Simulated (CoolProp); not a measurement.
n-pentane at several states: Z from the reference equation and from simpler models built on Tc = 196.5 °C, pc = 3368 kPa, ω = 0.251; each cubic takes its own stable root.

Values from CoolProp's reference Helmholtz-energy equation of state, Thol 2019.

| T (°C) | p (kPa) | phase | reference | Soave-Redlich-Kwong | Peng-Robinson |
|---|---|---|---|---|---|
| 157.45 | 42.6 | gas | 0.9942 | 0.9943 | 0.9937 |
| -4.05 | 218 | liquid | 0.01082 | 0.01187 | 0.01053 |
| 287.55 | 3450 | supercritical | 0.7969 | 0.8062 | 0.7797 |
| -57.05 | 180 | liquid | 0.01035 | 0.01146 | 0.01020 |
